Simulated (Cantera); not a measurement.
Feed: 1 mol Al, 0.63 mol HCl, a varied amount of N₂, equilibrated at 1.33 mbar.

Cantera equilibrium calculation (NASA polynomials, part measured and part estimated; ideal gas, pure solids and liquids). Candidate condensed phases: Al, AlCl₃, AlN, NH₄Cl; 20 gas species. The tables' values for AlCl₂ are old estimates. Rates play no part.

What condenses at these points (T in °C, n(N₂) in mol): (1475, 490); (1675, 1.3); (1675, 19); (1075, 170)?


```csv
T (°C),n(N₂) in mol,condensed phases,Al condensed (%)
1475,490,gas only,0.0
1675,1.3,gas only,0.0
1675,19,gas only,0.0
1075,170,AlN,76.9
```
